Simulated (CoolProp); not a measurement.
Vapour-liquid equilibrium of R1234yf (1) + R134a (2) at 286 K; x and y are mole fractions of (1).

Computed with CoolProp (multi-fluid Helmholtz-energy mixture model, Lemmon 2022 and Tillner-Roth 1994; pair parameters Bell 2022).

Question: Give the bubble pressure and the first vapour's composition at x = 0.25, 0.45, 0.55. Is there an azeotrope?

Answer: x = 0.25: 0.4816 MPa, y = 0.276; x = 0.45: 0.4918 MPa, y = 0.464; x = 0.55: 0.4938 MPa, y = 0.555. y crosses x between x = 0.55 and 0.65: the model has an azeotrope there.

Pair parameters are fitted to limited data, so mixtures are less certain than the pure fluids.
